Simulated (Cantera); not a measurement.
A diamond (100) surface in a fixed gas of H2 with x(CH4) = 0.017, x(H) = 0.00026, x(CH3) = 2.7e-05, 9800 Pa; coverages are run to steady state.

Detailed kinetics in Cantera: the Harris–Goodwin 1993 mechanism for the reconstructed diamond (100) surface.

θ: site fractions in the mechanism's names (c6HH fully hydrogenated, c6H* and c6*H radical sites, c6** diradical, c6HM methylated).

```tsv
T (K)	growth (µm/h)	θ c6HH	θ c6H*	θ c6*H	θ c6**	θ c6HM
950	0.860	0.605	0.0129	0.306	0.00505	0.0549
1025	0.790	0.572	0.0191	0.365	0.00779	0.0256
1100	0.390	0.546	0.0257	0.407	0.0103	0.00649
1175	0.173	0.527	0.0317	0.427	0.0118	0.00120
1250	___	0.524	___	0.427	0.0122	___
1325	0.0747	0.535	0.0403	0.413	0.0117	4.31e-5
1400	___	0.557	0.0426	0.390	0.0108	___
```

Complete the blanks.


- 1250, growth (µm/h): 0.112
- 1250, θ c6H*: 0.0366
- 1250, θ c6HM: 0.000220
- 1400, growth (µm/h): 0.0307
- 1400, θ c6HM: 9.40e-6
